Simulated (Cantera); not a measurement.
Input (Python, Cantera):

```python
import numpy as np
import cantera as ct

gas = ct.Solution("gri30.yaml")
gas.TPX = 1498, 33000, {'CH4': 1, 'O2': 6.25, 'N2': 23.5}
reactor = ct.IdealGasReactor(gas, energy="on", clone=False)
net = ct.ReactorNet([reactor])
net.rtol, net.atol = 1e-08, 1e-16
show = ['CH4', 'O2', 'CO2', 'NO2', 'N2O', 'CH2O', 'HO2']
times = np.geomspace(4e-06, 0.5, 15)

steps = ct.SolutionArray(gas, extra=["t"])
rows = []
print(f"{'t/s':>10s}{'T/K':>9s}{'P/Pa':>11s}" + "".join(f"{s:>11s}" for s in show))
for t in times:
    while net.time < t:
        t_next = net.step()
        steps.append(gas.state, t=t_next)
    rows.append([np.interp(t, steps.t, y) for y in (steps.T, steps.P, *steps(*show).X.T)])
    print(f"{t:10.3e}{rows[-1][0]:9.1f}{rows[-1][1]:11.4g}" + "".join(f"{x:11.3e}" for x in rows[-1][2:]))
rate = np.gradient(steps.T, steps.t)
print("integrator steps:", len(steps.t))
if steps.T.max() > steps.T[0] + 200:
    print(f"time of steepest temperature rise: {steps.t[rate.argmax()]:.4e} s")
gas.TPX = 1498, 33000, {'CH4': 1, 'O2': 6.25, 'N2': 23.5}
gas.equilibrate("UV")
print(f"equilibrium (UV): T = {gas.T:.1f} K  " + "  ".join(f"{s} {gas[s].X[0]:.3e}" for s in show))
```

Result:

```
       t/s      T/K       P/Pa        CH4         O2        CO2        NO2        N2O       CH2O        HO2
 4.000e-06   1498.0    3.3e+04  3.252e-02  2.033e-01  3.144e-15  5.604e-24  6.001e-14  1.995e-10  3.507e-08
 9.250e-06   1498.0    3.3e+04  3.252e-02  2.033e-01  5.316e-14  1.780e-22  1.689e-13  1.215e-09  8.091e-08
 2.139e-05   1498.0    3.3e+04  3.252e-02  2.033e-01  5.762e-13  3.979e-21  5.443e-13  7.498e-09  1.860e-07
 4.946e-05   1498.0    3.3e+04  3.252e-02  2.033e-01  5.062e-12  6.822e-20  2.052e-12  4.527e-08  4.244e-07
 1.144e-04   1498.0    3.3e+04  3.252e-02  2.033e-01  5.158e-11  1.131e-18  8.841e-12  2.753e-07  9.508e-07
 2.645e-04   1498.0    3.3e+04  3.251e-02  2.032e-01  7.474e-10  2.155e-17  4.088e-11  1.834e-06  2.041e-06
 6.116e-04   1498.0    3.3e+04  3.247e-02  2.032e-01  2.022e-08  5.371e-16  1.876e-10  1.548e-05  3.971e-06
 1.414e-03   1500.0  3.305e+04  3.193e-02  2.029e-01  2.310e-06  3.055e-14  9.399e-10  2.284e-04  1.137e-05
 3.270e-03   2238.0  4.971e+04  1.007e-20  1.342e-01  2.908e-02  5.145e-08  3.534e-07  4.192e-13  3.001e-06
 7.562e-03   2307.9  5.105e+04  4.426e-21  1.355e-01  3.093e-02  3.534e-07  4.226e-07  1.517e-13  3.950e-06
 1.749e-02   2306.4  5.102e+04  4.283e-21  1.351e-01  3.095e-02  9.056e-07  4.220e-07  1.479e-13  3.930e-06
 4.044e-02   2302.4  5.092e+04  4.043e-21  1.342e-01  3.098e-02  2.050e-06  4.225e-07  1.422e-13  3.864e-06
 9.351e-02   2295.4  5.076e+04  3.650e-21  1.327e-01  3.104e-02  4.044e-06  4.287e-07  1.327e-13  3.752e-06
 2.162e-01   2287.4  5.058e+04  3.241e-21  1.311e-01  3.110e-02  6.313e-06  4.429e-07  1.225e-13  3.626e-06
 5.000e-01   2283.7  5.049e+04  3.062e-21  1.303e-01  3.112e-02  7.378e-06  4.521e-07  1.179e-13  3.569e-06
integrator steps: 1673
time of steepest temperature rise: 2.1662e-03 s
equilibrium (UV): T = 2283.4 K  CH4 4.756e-21  O2 1.302e-01  CO2 3.112e-02  NO2 7.472e-06  N2O 4.530e-07  CH2O 1.175e-13  HO2 3.563e-06
```

Model: GRI-Mech 3.0 (53 species, 325 reactions), integrated in Cantera.
